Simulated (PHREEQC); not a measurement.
Make-up at 70 °C: 0.2 mol CdSO4 per kg of water. Closed to the air; pH follows from the charge balance.

Equilibrium calculation in PHREEQC: ion-association model, phreeqc.dat.

Each row changes one thing in this solution. No solid was allowed to form.

```csv
case,pH,ionic strength (mol/kgw),Cd+2 (mol/kgw),CdSO4 (mol/kgw),SO4-2 (mol/kgw),Cd(SO4)2-2 (mol/kgw)
as made,5.41,0.341,0.0853,0.0815,0.0521,0.0332
CdSO4 from 0.2 to 0.04 mol/kgw,5.67,0.0809,0.0202,0.0171,0.0175,0.00268
CdSO4 from 0.2 to 0.3 mol/kgw,5.30,0.486,0.121,[?],0.0656,0.0558
temperature from 70 to 20 °C,5.87,0.346,0.0866,[?],0.0489,0.0377
```

**Question.** Some entries are withheld; supply them.

**Answer.** 
- CdSO4 from 0.2 to 0.3 mol/kgw, CdSO4 (mol/kgw): 0.123
- temperature from 70 to 20 °C, CdSO4 (mol/kgw): 0.0757

Away from 25 °C the constants follow the database's enthalpies or fits; those with neither stay at their 25 °C values.
